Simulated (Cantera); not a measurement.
A Cantera script and its output.

```python
import numpy as np
import cantera as ct

surf = ct.Interface("diamond.yaml", "diamond_100")
gas, bulk = surf.adjacent["gas"], surf.adjacent["diamond"]
k = surf.kinetics_species_index(bulk.species_names[0])
cover = ["c6HH", "c6H*", "c6*H", "c6**", "c6HM", "c6B"]

rows, drift = [], 0.0
print(f"{'xCH3':>10s}{'um/h':>11s}" + "".join(f"{s:>11s}" for s in cover))
for v in [1e-06, 2.6e-06, 6.8e-06, 1.8e-05, 4.6e-05, 0.00012, 0.00032, 0.00082, 0.0021]:
    T, P, xH, xCH3 = 1125, 2000, 0.014, v
    gas.TPX = T, P, {"H": xH, "CH3": xCH3, "CH4": 0.013, "H2": 1 - xH - xCH3 - 0.013}
    surf.TP = bulk.TP = T, P
    surf.coverages = "c6H*:0.1, c6HH:0.9"
    surf.advance_coverages(100.0)
    before = surf.coverages
    surf.advance_coverages(100.0)
    drift = max(drift, np.max(np.abs(surf.coverages - before) / (surf.coverages + 1e-9)))
    rate = surf.net_production_rates[k] * bulk.mean_molecular_weight / bulk.density * 3.6e9
    rows.append([rate, *surf[cover].coverages])
    print(f"{v:10.4g}{rate:11.4e}" + "".join(f"{x:11.3e}" for x in rows[-1][1:]))
```

It prints:

```
      xCH3       um/h       c6HH       c6H*       c6*H       c6**       c6HM        c6B
     1e-06 1.1433e-02  4.921e-01  3.053e-02  4.562e-01  2.116e-02  1.545e-05  3.103e-11
   2.6e-06 2.9725e-02  4.921e-01  3.053e-02  4.562e-01  2.115e-02  4.018e-05  8.066e-11
   6.8e-06 7.7732e-02  4.920e-01  3.053e-02  4.561e-01  2.115e-02  1.051e-04  2.109e-10
   1.8e-05 2.0569e-01  4.919e-01  3.052e-02  4.560e-01  2.114e-02  2.780e-04  5.581e-10
   4.6e-05 5.2517e-01  4.916e-01  3.050e-02  4.557e-01  2.112e-02  7.099e-04  1.425e-09
   0.00012 1.3667e+00  4.908e-01  3.044e-02  4.548e-01  2.105e-02  1.848e-03  3.709e-09
   0.00032 3.6211e+00  4.885e-01  3.029e-02  4.526e-01  2.087e-02  4.896e-03  9.826e-09
   0.00082 9.1324e+00  4.831e-01  2.992e-02  4.471e-01  2.044e-02  1.235e-02  2.478e-08
    0.0021 2.2481e+01  4.699e-01  2.903e-02  4.337e-01  1.940e-02  3.044e-02  6.100e-08
```

Cantera simulation using the Harris–Goodwin 1993 mechanism for the reconstructed diamond (100) surface; the numbers are that mechanism's predictions, not measurements.
